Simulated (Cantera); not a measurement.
# N2O furnace oxynitridation

A perfectly stirred reactor is fed with N2O : N2 = 1 : 4.2 (molar parts), at 0.0592 atm; it is held at 1348 K, and followed from long to short residence time.

Detailed kinetics in Cantera: GRI-Mech 3.0 (53 species, 325 reactions). GRI-Mech 3.0 was tuned for natural gas; its chemistry of N2O as a main component is partial and can be far from experiment. The mechanism lacks the step 2 NO + O2 → 2 NO2, which can matter for NO2 below about 1400 K. The temperature is held fixed by assumption; the heat of reaction is taken as removed at once.

| τ (s) | x N2O | x O | x O2 | x NO | x NO2 | x N2 |
|---|---|---|---|---|---|---|
| 2.2 | 0.0932 | 1.36e-5 | 0.0375 | 0.0153 | 7.98e-6 | 0.854 |
| 0.72 | 0.142 | 1.38e-5 | 0.0189 | 0.00777 | 3.86e-6 | 0.831 |
| 0.23 | 0.173 | 1.39e-5 | 0.00733 | 0.00303 | 1.36e-6 | 0.817 |
| 0.076 | 0.185 | 1.39e-5 | 0.00259 | 0.00107 | 3.87e-7 | 0.811 |
| 0.025 | 0.190 | 1.38e-5 | 0.000867 | 0.000358 | 8.07e-8 | 0.809 |
| 0.0081 | 0.192 | 1.34e-5 | 0.000276 | 0.000114 | 1.16e-8 | 0.808 |
| 0.0026 | 0.192 | 1.24e-5 | 8.20e-5 | 3.39e-5 | 1.20e-9 | 0.808 |
| 0.00086 | 0.192 | 1.01e-5 | 2.22e-5 | 9.17e-6 | 9.19e-11 | 0.808 |
| 0.00028 | 0.192 | 6.45e-6 | 4.60e-6 | 1.90e-6 | 4.02e-12 | 0.808 |
x: mole fraction; the columns are a selection and need not sum to one.
